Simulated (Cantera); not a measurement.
Diamond growth

A diamond (100) surface in a fixed gas of H2 with x(CH4) = 0.0038, x(H) = 0.00039, x(CH3) = 0.00025, 0.0190 bar; coverages are run to steady state.

Computed with Cantera and the Harris–Goodwin 1993 mechanism for the reconstructed diamond (100) surface.

| T (K) | growth (µm/h) | θ c6HH | θ c6H* | θ c6*H | θ c6** | θ c6HM |
|---|---|---|---|---|---|---|
| 950 | 0.969 | 0.471 | 0.0100 | 0.238 | 0.00372 | 0.212 |
| 1025 | 0.690 | 0.527 | 0.0179 | 0.342 | 0.00723 | 0.0742 |
| 1100 | 0.308 | 0.528 | 0.0260 | 0.411 | 0.0109 | 0.0141 |
| 1175 | 0.204 | 0.504 | 0.0328 | 0.442 | 0.0136 | 0.00237 |
| 1250 | 0.177 | 0.490 | 0.0388 | 0.452 | 0.0154 | 0.000424 |
| 1325 | 0.0969 | 0.490 | 0.0437 | 0.448 | 0.0163 | 8.13e-5 |
| 1400 | 0.0293 | 0.500 | 0.0476 | 0.436 | 0.0161 | 1.84e-5 |
θ: site fractions in the mechanism's names (c6HH fully hydrogenated, c6H* and c6*H radical sites, c6** diradical, c6HM methylated).
